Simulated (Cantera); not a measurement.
## Thermodynamics of fluorocarbon and chlorocarbon gases, feed CCl₄ + H₂

Input: 1 mol CCl₄, 2 mol H₂, held at 600 K and 1.33 mbar.

Equilibrium computed with Cantera from the NASA thermochemical tables; the gas is ideal and each condensed phase is pure. Candidate condensed phases: C, C₆H₆, C₇H₈, C₈H₁₈; 91 gas species. Kinetics and transport are ignored.

```
Item               Result
--------------  ---------
x(HCl)               1.00
n(C(graphite))   1.00 mol
gas amount      4.000 mol
```
